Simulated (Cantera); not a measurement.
Gas mixture: 100 % NO, at 1000000 Pa, frozen composition.

Cantera's kinetic-theory transport with the Lennard-Jones parameters of GRI-Mech 3.0, ideal gas; thermal conductivity in the multicomponent form. The composition is frozen, though it would react at the higher temperatures.

D: mixture-averaged diffusion coefficient of that species in the mixture.

| T (K) | ρ (kg/m³) | cp (J/kg/K) | μ (µPa s) | λ (mW/m/K) | Pr | D (cm²/s) O | D (cm²/s) NO | D (cm²/s) H₂ |
|---|---|---|---|---|---|---|---|---|
| 400 | 9.02 | 998.6 | 23.1 | 32.5 | 0.711 | 0.0534 | 6.76 | 0.128 |
| 650 | 5.55 | 1054 | 32.3 | 48.1 | 0.708 | 0.122 | 15.8 | 0.289 |
| 900 | 4.01 | 1114 | (withheld) | (withheld) | 0.707 | (withheld) | (withheld) | (withheld) |
| 1150 | 3.14 | 1153 | 47.0 | 76.7 | 0.707 | 0.315 | 41.8 | 0.746 |
| 1400 | 2.58 | 1181 | 53.4 | 89.3 | 0.707 | 0.437 | 58.1 | 1.03 |
| 1650 | 2.19 | 1202 | (withheld) | (withheld) | 0.706 | (withheld) | (withheld) | (withheld) |
| 1900 | 1.90 | 1219 | 65.1 | 112 | 0.706 | 0.725 | 96.6 | 1.71 |
| 2150 | 1.68 | 1231 | 70.5 | 123 | 0.706 | 0.889 | 119 | 2.10 |

Q: Some entries are withheld; supply them.

A: 
- 900, μ (µPa s): 40.1
- 900, λ (mW/m/K): 63.1
- 900, D (cm²/s) O: 0.210
- 900, D (cm²/s) NO: 27.6
- 900, D (cm²/s) H₂: 0.497
- 1650, μ (µPa s): 59.4
- 1650, λ (mW/m/K): 101
- 1650, D (cm²/s) O: 0.574
- 1650, D (cm²/s) NO: 76.4
- 1650, D (cm²/s) H₂: 1.36
